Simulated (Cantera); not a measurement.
A Cantera script and what it prints.

```python
import numpy as np
import cantera as ct

gas_names = """
    CL CLO CL2 H HCL HNO HNO2 HNO3 HOCL HO2 H2 H2O H2O2 N NH NH2 NH3 NH2OH NO NO2 NO3 N2 N2H2 N2H4 N2O O
    OH O2 O3 Si SiCL SiCL2 SiCL3 SiCL4 SiH SiHCL3 SiH2 SiH2CL2 SiH3 SiH3CL SiH4 SiN SiO SiO2 Si2 Si2N
    Si3
""".split()
cond_names = """
    H2O(s) H2O(L) NH4CL(a) NH4CL(b) Si(cr) Si(L) SiO2(Lqz) SiO2(hqz) SiO2(L) Si2N2O(s) Si3N4(a)
""".split()


def load(file, names, dense=False):
    # The tables refer to 1 bar. Condensed volumes are neglected.
    table = {s.name: s for s in ct.Species.list_from_file(file)}
    out = []
    for n in names:
        d = dict(table[n].input_data)
        d["thermo"] = dict(d["thermo"], **{"reference-pressure": 1e5})
        if dense:
            d["equation-of-state"] = {"model": "constant-volume", "density": "1e6 g/cm^3"}
        out.append(ct.Species.from_dict(d))
    return out


gas = ct.Solution(thermo="ideal-gas", species=load("nasa_gas.yaml", gas_names))
cond = {s.name: ct.Solution(thermo="fixed-stoichiometry", species=[s], name=s.name)
        for s in load("nasa_condensed.yaml", cond_names, dense=True)}
atoms = {
    'SiH2Cl2': {'Si': 1, 'H': 2, 'CL': 2},
    'NO': {'N': 1, 'O': 1},
    'N2O': {'N': 2, 'O': 1},
}
top_T = {'Si2N2O(s)': 2100, 'Si3N4(a)': 2400}  # K; cautious upper limits of use, not melting points


def equilibrate(T, P, feed):
    n = {}
    for name, mol in feed.items():
        for a, k in atoms[name].items():
            n[a] = n.get(a, 0.0) + k * mol
    gas.TPX = T, P, n
    mass = sum(n.values()) * gas.mean_molecular_weight
    gas.equilibrate("TP")
    valid = [c for c in cond.values() if c.min_temp <= T <= top_T.get(c.name, c.max_temp)]
    mix = ct.Mixture([(gas, mass / gas.mean_molecular_weight)] + [(c, 0.0) for c in valid])
    mix.T, mix.P = T, P
    mix.equilibrate("TP", solver="vcs", rtol=1e-11, max_steps=5000)
    return mix


results = []
feed = {'SiH2Cl2': 1, 'NO': 0.36, 'N2O': 13}  # mol
P = 133.322  # Pa
for T in [1373, 1423, 1473, 1523, 1573, 1623, 1673, 1723, 1773]:
    mix = equilibrate(T, P, feed)
    results.append((T, P, feed, dict(zip(mix.species_names, mix.species_moles))))

top = {s: max(r[3][s] / sum(r[3][g] for g in gas_names) for r in results) for s in gas_names}
cols = sorted((s for s in top if top[s] > 0.0001), key=lambda s: -top[s])[:7]
seen = [c for c in cond_names if any(r[3].get(c, 0) > 1e-12 for r in results)]
print("log10 of partial pressures in bar; condensed amounts in mol")
print(f"{'T/K':>10s}" + "".join(f"{s[:9]:>10s}" for s in cols + seen))
for T, P, feed, n in results:
    ng = sum(n[g] for g in gas_names)
    print(f"{T:10.4g}" + "".join(f"{np.log10(max(n[s] / ng * P / 1e5, 1e-99)):10.3f}" for s in cols)
          + "".join(f"{n.get(c, 0):10.4g}" for c in seen))
```

It prints:

```
log10 of partial pressures in bar; condensed amounts in mol
       T/K        N2        O2       HCL        CL       H2O        NO        OH SiO2(hqz)   SiO2(L)
      1373    -3.076    -3.449    -3.982    -4.670    -4.938    -6.079    -7.293         1         0
      1423    -3.077    -3.451    -3.998    -4.591    -4.874    -5.958    -7.044         1         0
      1473    -3.077    -3.453    -4.017    -4.521    -4.813    -5.845    -6.811         1         0
      1523    -3.078    -3.455    -4.038    -4.459    -4.757    -5.740    -6.594         1         0
      1573    -3.078    -3.457    -4.060    -4.404    -4.705    -5.642    -6.391         1         0
      1623    -3.079    -3.460    -4.085    -4.354    -4.659    -5.550    -6.202         1         0
      1673    -3.080    -3.462    -4.112    -4.309    -4.617    -5.463    -6.025         1         0
      1723    -3.080    -3.465    -4.140    -4.269    -4.581    -5.382    -5.860         0         1
      1773    -3.081    -3.468    -4.170    -4.233    -4.549    -5.306    -5.706         0    0.9999
```

Method: chemical equilibrium by Gibbs-energy minimisation in Cantera with the NASA 1993 tables (ideal gas, pure condensed phases). The tables hold silica as quartz up to 1696 K and as liquid above; real silica turns to tridymite and cristobalite and melts near 1996 K.
